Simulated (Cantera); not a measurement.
Charge: 1 mol TEOS, 0.064 mol O3, a varied amount of N2, equilibrated at 875 K and 0.380 bar.

These are equilibrium values from Cantera (NASA tables, ideal gas, pure condensed phases), not measurements of a reactor. Candidate condensed phases: C, C6H6, C7H8, C8H18, H2O, Si, SiC, SiO2, Si2N2O, Si3N4; 151 gas species. The feed counts by its element totals alone. Kinetics and transport are ignored.

**Question.** At 16 mol N2, list the 4 most abundant gas species with their mole fractions, and the condensed phases.

**Answer.** N2 0.594, H2 0.316, CO 0.0440, H2O 0.0215. Condensed: C(graphite) + SiO2(β-quartz).
